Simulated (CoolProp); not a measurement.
Vapour-liquid equilibrium of p-xylene (1) + n-undecane (2) at 4.78 bar; x and y are mole fractions of (1).

Values from CoolProp's multi-fluid Helmholtz-energy mixture model, Zhou 2012 and Aleksandrov 2011; pair parameters Bell 2016.

| x | bubble temperature (K) | y at the bubble point | dew temperature at overall composition x (K) | liquid density (mol/L) |
|---|---|---|---|---|
| 0.05 | 540.2 | 0.101 | 542.4 | 3.439 |
| 0.15 | 532.3 | 0.284 | 538.2 | 3.659 |
| 0.25 | 524.6 | 0.439 | 533.8 | 3.894 |
| 0.35 | 517.4 | 0.568 | 529.1 | 4.145 |
| 0.45 | 510.6 | 0.676 | 524.0 | 4.414 |
| 0.55 | 504.2 | 0.764 | 518.5 | 4.705 |
| 0.65 | 498.3 | 0.837 | 512.3 | 5.021 |
| 0.75 | 492.8 | 0.896 | 505.3 | 5.365 |
| 0.85 | 487.7 | 0.944 | 497.1 | 5.742 |
| 0.95 | 483.0 | 0.983 | 487.0 | 6.159 |

No azeotrope shows between x = 0.05 and 0.95.

The pair parameters rest on a limited set of measurements; away from them the model extrapolates.
